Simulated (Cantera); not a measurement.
Feed: 1 mol acetone, 0.1 mol H2O, 43 mol H2, at 25.0 bar.

Equilibrium computed with Cantera from the NASA thermochemical tables; the gas is ideal and each condensed phase is pure. Candidate condensed phases: C, C6H6, C7H8, C8H18, H2O; 131 gas species. Ions and electrons are included (thermal ionisation). The feed counts by its element totals alone. Equilibrium is a limit: real reactors are often held back by kinetics, nucleation or transport.

Q: Which condensed phases are stable at each of these points (T (K)): 2000, 2250, 2500, 2750, 3000, 3250, 3500, 3750, 4000, 4250, 4500, 4750, 5000?

A: 
```csv
T (K),condensed phases,C condensed (%)
2000,C(graphite),45.2
2250,C(graphite),43.8
2500,C(graphite),23.9
2750,gas only,0.0
3000,gas only,0.0
3250,gas only,0.0
3500,gas only,0.0
3750,gas only,0.0
4000,gas only,0.0
4250,gas only,0.0
4500,gas only,0.0
4750,gas only,0.0
5000,gas only,0.0
```

From 2000 K to 2500 K the condensed part is C(graphite). From 2750 K to 5000 K nothing is condensed.
